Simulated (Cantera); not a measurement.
Feed: 1 mol Si, a varied amount of HBr, held at 0.0100 bar.

These are equilibrium values from Cantera (NASA tables, ideal gas, pure condensed phases), not measurements of a reactor. Candidate condensed phases: Br₂, Si; 19 gas species. The tables' values for SiBr₃ are old estimates. The numbers say what is thermodynamically allowed, not how fast it happens.

Stable condensed phases, one row left out:

```
T in °C \ n(HBr) in mol
         2.2 2.7 3.3 4.1   5 6.2 7.7 9.4  12  14  18
   1152    A   A   B   B   B   B   B   B   B   B   B
   1077    A   A   B   B   B   B   B   B   B   B   B
   1002    A   A   B   B   B   B   B   B   B   B   B
    852    A   A   A   B   B   B   B   B   B   B   B
    777    A   A   A   A   B   B   B   B   B   B   B
    702    A   A   A   A   B   B   B   B   B   B   B
    627    A   A   A   B   B   B   B   B   B   B   B
    552    A   A   A   B   B   B   B   B   B   B   B
    477    A   A   A   B   B   B   B   B   B   B   B
    402    A   A   A   B   B   B   B   B   B   B   B
    327    A   A   A   B   B   B   B   B   B   B   B
    252    A   A   A   B   B   B   B   B   B   B   B
    177    A   A   A   B   B   B   B   B   B   B   B
```

A: Si; B: gas only.

### Question
Give the row for 927 °C.

### Answer
2.2: Si; 2.7: Si; 3.3: Si; 4.1: gas only; 5: gas only; 6.2: gas only; 7.7: gas only; 9.4: gas only; 12: gas only; 14: gas only; 18: gas only.
